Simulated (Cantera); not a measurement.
Feed: 1 mol PbO, 11 mol CO, at 1202 °C.

Method: chemical equilibrium by Gibbs-energy minimisation in Cantera with the NASA 1993 tables (ideal gas, pure condensed phases). Candidate condensed phases: C, Pb, PbO, PbO2, Pb3O4; 15 gas species. Kinetics and transport are ignored.

Problem. Which condensed phases are stable at each of these points (P (Pa)): 10, 52, 270, 1400, 7200, 37000, 190000, 1000000?

Solution. 
```csv
P (Pa),condensed phases,Pb condensed (%)
10,gas only,0.0
52,gas only,0.0
270,gas only,0.0
1400,gas only,0.0
7200,gas only,0.0
37000,Pb(l),39.7
190000,Pb(l),88.8
1000000,Pb(l),97.9
```

From 10.0 Pa to 72.0 mbar nothing is condensed. From 0.370 bar to 10.0 bar the condensed part is Pb(l).
